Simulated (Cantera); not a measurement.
A diamond (100) surface in a fixed gas of H2 with x(CH4) = 0.0021, x(H) = 0.0019, at 975 K, 1700 Pa; coverages are run to steady state.

Model: the Harris–Goodwin 1993 mechanism for the reconstructed diamond (100) surface, integrated in Cantera.

One state of this run: growth (µm/h) = 0.136; θ c6HH = 0.617; θ c6H* = 0.0160; θ c6*H = 0.352; θ c6** = 0.00783; θ c6HM = 0.00542. θ: site fractions in the mechanism's names (c6HH fully hydrogenated, c6H* and c6*H radical sites, c6** diradical, c6HM methylated).

Problem. Which value of x(CH3) does it belong to?
(A) 5.4e-05
(B) 0.0011
(C) 1e-06
(D) 2e-05

Solution. D, 2e-05
